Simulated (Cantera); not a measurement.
Source: NASA polynomial tables (part measured, part estimated), evaluated in Cantera. Values are per mole of reaction as written; species without (g) are pure solids or liquids, kept so even where they would boil at 1 bar. The tables' values for SiF2 are old estimates.

Question: Between 300 and 2498 K, where is each reaction favourable under standard conditions?
- F2(g) + Si(g) ⇌ SiF2(g)

Answer: 
- F2(g) + Si(g) ⇌ SiF2(g): ΔG° is -1004 kJ at 300 K and -740 kJ at 2498 K; it stays negative (K > 1). ΔH° is -1045 kJ and ΔS° -122 J/K at 2498 K.
